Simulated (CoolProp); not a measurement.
n-perfluorohexane at 298.15 K and 0.00594 MPa is throttled through a valve to 0.00358 MPa with no heat exchange. Each further row changes one setting.

Values from CoolProp's reference Helmholtz-energy equation of state, Gao 2022.

```tsv
case	temperature change (K)	final density (kg/m³)
as stated	-0.1	0.490
outlet pressure 0.00107 MPa	-0.1	0.146
outlet pressure 0.00465 MPa	-0.0	0.637
```
